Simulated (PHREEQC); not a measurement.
0.85 g of hydrous ferric oxide (600 m²/g; 0.2 weak and 0.005 strong sites per Fe, Dzombak-Morel constants, diffuse double layer) in 1 kg of water with 0.005 mol/kgw of an inert sodium salt and 0.00022 mol CuSO4, at 25 °C; the pH is set by adding NaOH or the inert anion's acid. Oxygen alone is held at its pressure in air (log pO2 = -0.68). No CO2 enters from the air. Nothing may precipitate in this run.

The numbers come from PHREEQC with the ion-association model, wateq4f.dat.

Predict S sorbed (%), surface charge σ (C/m²) at pH = 3.5, 4.5, 7, 8, 10.


```json
[
 {"pH": "3.5", "S sorbed (%)": "100.0", "surface charge σ (C/m²)": "0.198"},
 {"pH": "4.5", "S sorbed (%)": "99.9", "surface charge σ (C/m²)": "0.105"},
 {"pH": "7", "S sorbed (%)": "44.9", "surface charge σ (C/m²)": "0.013"},
 {"pH": "8", "S sorbed (%)": "2.5", "surface charge σ (C/m²)": "0.003"},
 {"pH": "10", "S sorbed (%)": "0.0", "surface charge σ (C/m²)": "-0.025"}
]
```

The database's constant for dissolved Cu(OH)2 is higher than later reviews accept. The oxide is taken as insoluble; below pH 4 it would dissolve.
